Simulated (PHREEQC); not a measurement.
Dissolve 40 mmol/kgw HF, 4.7 mmol/kgw (CH3)4NF, 1 mmol/kgw (NH4)2SiF6 and 0.47 mmol/kgw H2SO4 at 20 °C. Closed to the air; pH follows from the charge balance.

Computed with PHREEQC (ion-association model, phreeqc.dat).

```tsv
quantity	before	after
pH	2.40	2.55
ionic strength (mol/kgw)	0.0125	0.0112
HF (mol/kgw)	0.0355	0.0367
F- (mol/kgw)	0.00730	0.00605
HF2- (mol/kgw)	0.000953	0.000964
SO4-2 (mol/kgw)	0.000371	0.000342
```

**Question.** Name the change that produced these shifts.
A. (CH3)4NF from 0.0047 to 0.047 mol/kgw
B. diluted 100-fold with water
C. temperature from 20 to 75 °C
D. (NH4)2SiF6 left out
E. temperature from 20 to 50 °C

**Answer.** E, temperature from 20 to 50 °C

This is a speciation only: nothing precipitates in the calculation. (CH3)4N+ isn't in the database: it is added as a free cation with an ion size of 4 Å. Constants without temperature data keep their 25 °C values here. SiF6-2 is the database's only silicon fluoride.
